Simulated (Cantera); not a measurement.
Input: 1 mol Si₃N₄, 0.074 mol O₂, 280 mol H₂, 0.042 mol N₂O, held at 1800 °C and 0.130 bar.

These are equilibrium values from Cantera (NASA tables, ideal gas, pure condensed phases), not measurements of a reactor. Candidate condensed phases: H₂O, Si, SiO₂, Si₂N₂O, Si₃N₄; 35 gas species. Gases not in the tables: Si₂H₆ and higher silanes. Equilibrium is a limit: real reactors are often held back by kinetics, nucleation or transport.

Base state: H₂ 0.984, H 0.00724, N₂ 0.00720, Si 0.000768, SiO 0.000670, SiH 0.000158, SiH₂ 0.000156 (mole fractions); condensed: Si(l).

Question: What changes in the equilibrium state with this change: temperature from 1800 °C to 1900 °C?

Answer: 
```
species       before     after
----------  --------  --------
H₂             0.984     0.976
H            0.00724    0.0132
N₂           0.00720   0.00716
Si          0.000768   0.00218
Si₂          9.43e-6   3.30e-5
SiH         0.000158  0.000362
SiN          5.17e-6   1.18e-5
Si₂N         6.35e-6   1.33e-5
Si(l), mol      2.49      1.98
```
The tables' values for SiN are old estimates; treat these amounts as uncertain.

Question: What changes in the equilibrium state with this change: temperature from 1800 °C to 1025 °C?

Answer: 
| species | before | after |
|---|---|---|
| H₂ | 0.984 | 1.000 |
| N₂ | 0.00720 | 0.000376 |
| H | 0.00724 | 2.98e-6 |
| SiO | 0.000670 | 4.80e-9 |
| Si | 0.000768 | <1e-9 |
| SiH | 0.000158 | <1e-9 |
| Si(l), mol | 2.49 | 0 |
| Si₂N₂O(s), mol | 0 | 0.190 |
| Si₃N₄(s), mol | 0 | 0.873 |
Mutual solubility and eutectic melting of coexisting phases are not modelled.
